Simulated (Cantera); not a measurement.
A freely propagating, adiabatic, planar premixed flame of C3H8 : O2 : N2 = 1 : 3.85 : 14.5 (molar parts), equivalence ratio 1.3, unburnt at 375 K and 13300 Pa; mixture-averaged transport, grid criteria slope 0.08 and curve 0.16, no radiation.

Detailed kinetics in Cantera: GRI-Mech 3.0 (53 species, 325 reactions). GRI-Mech 3.0 was tuned for natural gas; its chemistry of propane as a main component is partial and can be far from experiment. Burning velocities carry a grid error of a few per cent, more on coarse grids.

Q: What does this change do: N2 14.5 to 19 parts?

A: 
```csv
quantity,before,after
laminar burning velocity,82.3 cm/s,54.5 cm/s
thermal thickness,1.94 mm,2.52 mm
peak x(CH2CO),0.00138,0.000955
peak x(H),0.0177,0.0130
peak x(C2H2),0.00378,0.00256
```
